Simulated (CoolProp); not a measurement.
The numbers come from the reference Helmholtz-energy equation of state, Lemmon 2016 in CoolProp.

**Question.** For R115, give the phase and the density (kg/m³), cp (kJ/(kg K)), cv (kJ/(kg K)), expansivity (1/kK) at 391.1 K and 112 bar.

**Answer.** 
- 391.1 K and 112 bar: supercritical; density 978, cp 1.21, cv 0.820, expansivity 5.31
